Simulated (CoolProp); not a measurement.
Vapour-liquid equilibrium of n-octane (1) + n-dodecane (2) at 0.00309 MPa; x and y are mole fractions of (1).

The numbers come from the multi-fluid Helmholtz-energy mixture model, Beckmüller 2019 and Lemmon 2004; pair parameters Bell 2016 in CoolProp.

| x | bubble temperature, mixture model (°C) | bubble temperature, Raoult's law (°C) | y, mixture model | y, Raoult's law |
|---|---|---|---|---|
| 0.05 | 93.5 | 91.9 | … | 0.579 |
| 0.15 | 74.7 | 72.9 | 0.849 | 0.864 |
| 0.25 | … | 62.3 | 0.930 | 0.936 |
| 0.35 | … | 55.2 | 0.962 | 0.965 |
| 0.45 | 50.8 | 50.0 | … | 0.979 |
| 0.55 | 46.4 | 45.9 | 0.987 | 0.987 |
| 0.65 | 42.9 | 42.6 | 0.992 | 0.992 |
| 0.75 | 39.9 | 39.7 | … | 0.995 |
| 0.85 | … | 37.3 | 0.998 | 0.998 |
| 0.95 | 35.2 | 35.2 | 0.999 | 0.999 |

### Question
Complete the blanks.

### Answer

- 0.05, y, mixture model: 0.543
- 0.25, bubble temperature, mixture model (°C): 63.8
- 0.35, bubble temperature, mixture model (°C): 56.3
- 0.45, y, mixture model: 0.978
- 0.75, y, mixture model: 0.996
- 0.85, bubble temperature, mixture model (°C): 37.4

The largest gap from Raoult's law is +1.8 K in bubble temperature, at x = 0.15. No azeotrope shows between x = 0.05 and 0.95.

The pair parameters rest on a limited set of measurements; away from them the model extrapolates.
